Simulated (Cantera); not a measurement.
## Gas-phase reforming

An isothermal, constant-pressure homogeneous reactor starts with 50.0 % CH₄, 50.0 % CO₂, at 1375 K and 28.0 bar.

Detailed kinetics in Cantera: GRI-Mech 3.0 (53 species, 325 reactions). The pressure lies above the range GRI-Mech 3.0 was tuned for (to about 10 atm).

```
t (s)     x CH₄  x CO₂      x H₂    x C₂H₆    x C₂H₂
--------  -----  -----  --------  --------  --------
7.00e-6   0.500  0.500   6.87e-7   8.60e-9    <1e-12
2.81e-5   0.500  0.500   2.78e-6   4.52e-7    <1e-12
0.000112  0.500  0.500   1.16e-5   7.56e-6  7.05e-11
0.000451  0.500  0.500   4.76e-5   4.05e-5   2.46e-9
0.00181   0.500  0.500  0.000201  0.000165   8.22e-8
0.00724   0.498  0.500  0.000956  0.000544   4.26e-6
0.0290    0.493  0.499   0.00529  0.000923  0.000211
0.116     0.469  0.490    0.0239  0.000825   0.00356
0.466     0.396  0.443    0.0589   0.00129    0.0129
1.87      0.269  0.291    0.0564   0.00205    0.0298
7.49      0.257  0.244    0.0647   0.00202    0.0228
30.0      0.263  0.200    0.0904   0.00151   0.00873
```
x: mole fraction; the columns are a selection and need not sum to one.

Equilibrium at this temperature and pressure: CH₄ 0.0338, CO₂ 0.0118, H₂ 0.444, C₂H₆ 5.11e-6, C₂H₂ 1.23e-6 (gas phase only).
